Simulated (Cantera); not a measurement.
## Low-pressure radical oxidation in H2/O2

An isothermal, constant-pressure homogeneous reactor starts with H2 : O2 = 0.18 : 1 (molar parts), equivalence ratio 0.090, at 1150 K and 0.0267 bar.

Cantera simulation using GRI-Mech 3.0 (53 species, 325 reactions); the numbers are that mechanism's predictions, not measurements. Radical loss at walls, strong at low pressure, is not modelled. The temperature is held fixed by assumption; the heat of reaction is taken as removed at once.

| t (s) | x H2 | x O2 | x O | x H | x OH |
|---|---|---|---|---|---|
| 5.00e-6 | 0.153 | 0.847 | 3.27e-11 | 4.14e-10 | 3.04e-11 |
| 3.34e-5 | 0.153 | 0.847 | 1.14e-9 | 2.67e-9 | 8.00e-10 |
| 0.000224 | 0.153 | 0.847 | 1.80e-7 | 2.30e-7 | 1.02e-7 |
| 0.00150 | 0.00607 | 0.771 | 0.0510 | 0.0392 | 0.00699 |
| 0.0100 | 0.000678 | 0.828 | 0.00549 | 0.00127 | 0.00228 |
| 0.0669 | 1.38e-5 | 0.835 | 0.000117 | 3.91e-6 | 0.000332 |
| 0.447 | 6.71e-7 | 0.835 | 6.24e-6 | 4.80e-8 | 7.68e-5 |
| 2.99 | 6.45e-8 | 0.835 | 6.27e-7 | 1.53e-9 | 2.43e-5 |
| 20.0 | 9.14e-9 | 0.835 | 9.01e-8 | 8.36e-11 | 9.21e-6 |
x: mole fraction; the columns are a selection and need not sum to one.

Equilibrium at this temperature and pressure: H2 4.79e-9, O2 0.835, O 4.68e-8, H 3.18e-11, OH 6.64e-6 (gas phase only).
